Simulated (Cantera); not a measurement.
Premixed flame

A freely propagating, adiabatic, planar premixed flame of CO : H2 : CH4 : O2 : N2 = 1 : 0.65 : 0.27 : 1.24 : 3.1 (molar parts), equivalence ratio 1.1, unburnt at 423 K and 0.720 atm; mixture-averaged transport, grid criteria slope 0.08 and curve 0.16, no radiation.

Model: GRI-Mech 3.0 (53 species, 325 reactions), integrated in Cantera. Burning velocities carry a grid error of a few per cent, more on coarse grids.

```json
[
 {"z (mm)": "-1.04", "T (K)": "423", "u (m/s)": "2.55", "x CO": "0.160", "x H2": "0.104", "x CH4": "0.0431", "x H2O": "<1e-8", "x CH2O": "<1e-8", "x HCN": "<1e-8"},
 {"z (mm)": "-0.691", "T (K)": "423", "u (m/s)": "2.55", "x CO": "0.160", "x H2": "0.104", "x CH4": "0.0431", "x H2O": "1.11e-7", "x CH2O": "<1e-8", "x HCN": "<1e-8"},
 {"z (mm)": "-0.518", "T (K)": "423", "u (m/s)": "2.55", "x CO": "0.160", "x H2": "0.103", "x CH4": "0.0432", "x H2O": "2.11e-6", "x CH2O": "<1e-8", "x HCN": "<1e-8"},
 {"z (mm)": "-0.345", "T (K)": "425", "u (m/s)": "2.56", "x CO": "0.160", "x H2": "0.101", "x CH4": "0.0433", "x H2O": "6.65e-5", "x CH2O": "1.77e-7", "x HCN": "<1e-8"},
 {"z (mm)": "-0.173", "T (K)": "582", "u (m/s)": "3.47", "x CO": "0.160", "x H2": "0.0876", "x CH4": "0.0423", "x H2O": "0.00923", "x CH2O": "4.06e-5", "x HCN": "<1e-8"},
 {"z (mm)": "-0.0864", "T (K)": "969", "u (m/s)": "5.76", "x CO": "0.160", "x H2": "0.0713", "x CH4": "0.0332", "x H2O": "0.0427", "x CH2O": "0.000240", "x HCN": "2.62e-8"},
 {"z (mm)": "0", "T (K)": "1475", "u (m/s)": "8.79", "x CO": "0.164", "x H2": "0.0511", "x CH4": "0.0102", "x H2O": "0.102", "x CH2O": "0.000525", "x HCN": "1.66e-7"},
 {"z (mm)": "0.0864", "T (K)": "1718", "u (m/s)": "10.2", "x CO": "0.152", "x H2": "0.0322", "x CH4": "0.000756", "x H2O": "0.139", "x CH2O": "9.09e-5", "x HCN": "2.12e-7"},
 {"z (mm)": "0.173", "T (K)": "1803", "u (m/s)": "10.7", "x CO": "0.133", "x H2": "0.0250", "x CH4": "2.66e-5", "x H2O": "0.148", "x CH2O": "4.07e-6", "x HCN": "9.05e-8"},
 {"z (mm)": "0.345", "T (K)": "1903", "u (m/s)": "11.1", "x CO": "0.110", "x H2": "0.0245", "x CH4": "3.56e-8", "x H2O": "0.147", "x CH2O": "<1e-8", "x HCN": "<1e-8"},
 {"z (mm)": "0.691", "T (K)": "2022", "u (m/s)": "11.7", "x CO": "0.0968", "x H2": "0.0251", "x CH4": "<1e-8", "x H2O": "0.148", "x CH2O": "<1e-8", "x HCN": "<1e-8"},
 {"z (mm)": "1.38", "T (K)": "2155", "u (m/s)": "12.3", "x CO": "0.0934", "x H2": "0.0234", "x CH4": "<1e-8", "x H2O": "0.156", "x CH2O": "<1e-8", "x HCN": "<1e-8"},
 {"z (mm)": "2.76", "T (K)": "2297", "u (m/s)": "13.0", "x CO": "0.0894", "x H2": "0.0206", "x CH4": "<1e-8", "x H2O": "0.165", "x CH2O": "<1e-8", "x HCN": "<1e-8"}
]
```
x: mole fraction of selected species; z is measured from the peak of heat release.

| Quantity | Value |
|---|---|
| laminar burning velocity | 255 cm/s |
| thermal thickness | 0.345 mm |
| peak x(CH2O) | 0.000554 |
| peak x(HCN) | 2.36e-7 |
| grid points | 170 |
